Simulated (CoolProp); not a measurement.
Vapour-liquid equilibrium of propylene (1) + acetone (2) at 273.2 K; x and y are mole fractions of (1).

The numbers come from the multi-fluid Helmholtz-energy mixture model, Lemmon 2013 and Lemmon 2006; pair parameters Bell 2016 in CoolProp.

| x | bubble pressure (MPa) | y at the bubble point | dew pressure at overall composition x (MPa) | liquid density (mol/L) |
|---|---|---|---|---|
| 0.05 | 0.08054 | 0.886 | 0.009817 | 13.96 |
| 0.2 | 0.2623 | 0.967 | 0.01166 | 13.87 |
| 0.35 | 0.3747 | 0.978 | 0.01434 | 13.75 |
| 0.5 | 0.4312 | 0.982 | 0.01861 | 13.61 |
| 0.65 | 0.4631 | 0.985 | 0.02653 | 13.44 |
| 0.8 | 0.4981 | 0.988 | 0.04618 | 13.25 |
| 0.95 | 0.5569 | 0.996 | 0.1784 | 13.04 |

No azeotrope shows between x = 0.05 and 0.95.

The pair parameters rest on a limited set of measurements; away from them the model extrapolates. With so large a gap from Raoult's law the liquid may split in two, which this calculation doesn't test in full.
